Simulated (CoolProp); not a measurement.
Properties of diethyl ether along the isobar 22.6 bar.

Model: reference Helmholtz-energy equation of state, Thol 2014, in CoolProp.

```tsv
T (°C)	phase	cp (kJ/(kg K))	expansivity (1/kK)
123.15	liquid	2.783	3.039
127.75	liquid	2.819	3.211
132.25	liquid	2.858	3.407
136.85	liquid	2.902	3.643
141.45	liquid	2.953	3.926
145.95	liquid	3.011	4.268
150.55	liquid	3.083	4.712
155.15	liquid	3.173	5.301
159.65	liquid	3.291	6.112
168.85	gas	3.073	11.17
173.35	gas	2.916	9.531
177.95	gas	2.808	8.360
182.55	gas	2.730	7.490
187.05	gas	2.673	6.828
```
